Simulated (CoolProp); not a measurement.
A single-stage vapour-compression cycle with R507A: evaporating at 257.15 K (dew point), condensing at 316.15 K (bubble point), superheat 5 K, subcooling 5 K, compressor efficiency 0.65, no pressure losses. Each further row changes one setting.

The numbers come from the reference Helmholtz-energy equation of state, Lemmon 2003 in CoolProp. It is a pseudo-pure fit of the blend.

```
case                              cooling COP  pressure ratio  discharge temperature (K)  refrigerating effect (kJ/kg)  volumetric capacity (kJ/m³)
--------------------------------  -----------  --------------  -------------------------  ----------------------------  ---------------------------
as stated                                1.93            5.52                      342.0                           102                         1870
evaporating temperature 262.15 K         2.22            4.63                      339.7                           105                            ?
condensing temperature 311.15 K             ?            4.89                      336.0                           110                         2020
subcooling 10 K                          2.08            5.52                      342.0                           110                         2020
superheat 15 K                           1.97            5.52                          ?                           111                         1930
compressor efficiency 0.55                  ?            5.52                      350.1                           102                         1870
```

Question: Complete the blanks.

Answer: 
- evaporating temperature 262.15 K, volumetric capacity (kJ/m³): 2280
- condensing temperature 311.15 K, cooling COP: 2.23
- superheat 15 K, discharge temperature (K): 352.5
- compressor efficiency 0.55, cooling COP: 1.63
